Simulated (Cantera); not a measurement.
# Thermodynamics of halide evaporation, hydrolysis and transport, feed PbF2 + H2

Charge: 1 mol PbF2, a varied amount of H2, equilibrated at 1625 K and 1.10 mbar.

Equilibrium computed with Cantera from the NASA thermochemical tables; the gas is ideal and each condensed phase is pure. Candidate condensed phases: Pb, PbF2; 16 gas species. Kinetics and transport are ignored.

From 0.25 mol H2 to 1.2 mol H2 nothing is condensed. The main Pb-bearing gas is PbF2 at 0.25 mol H2 and Pb at 1.2 mol H2.

```csv
n(H2) (mol),x HF,x PbF2,x Pb,x PbF,x H2,x PbF4,x H,x F
0.25,0.333,0.376,0.171,0.0769,3.21e-7,0.0427,1.21e-6,7.90e-5
0.28,0.359,0.352,0.178,0.0758,4.14e-7,0.0360,1.37e-6,7.49e-5
0.32,0.390,0.321,0.187,0.0741,5.64e-7,0.0285,1.60e-6,6.98e-5
0.36,0.419,0.291,0.196,0.0723,7.49e-7,0.0224,1.84e-6,6.50e-5
0.42,0.456,0.250,0.209,0.0693,1.11e-6,0.0154,2.24e-6,5.82e-5
0.47,0.485,0.218,0.220,0.0664,1.51e-6,0.0111,2.61e-6,5.29e-5
0.54,0.519,0.177,0.236,0.0618,2.29e-6,0.00684,3.22e-6,4.61e-5
0.62,0.554,0.134,0.253,0.0558,3.67e-6,0.00369,4.07e-6,3.88e-5
0.7,0.583,0.0969,0.269,0.0489,6.01e-6,0.00181,5.21e-6,3.20e-5
0.8,0.615,0.0564,0.289,0.0387,1.23e-5,0.000570,7.47e-6,2.35e-5
0.91,0.645,0.0199,0.311,0.0238,4.14e-5,6.59e-5,1.37e-5,1.35e-5
1,0.664,0.000426,0.330,0.00359,0.00217,2.84e-8,9.92e-5,1.91e-6
1.2,0.624,1.24e-5,0.312,0.000595,0.0625,2.54e-11,0.000532,3.35e-7
```
x: gas mole fraction; nothing condenses.
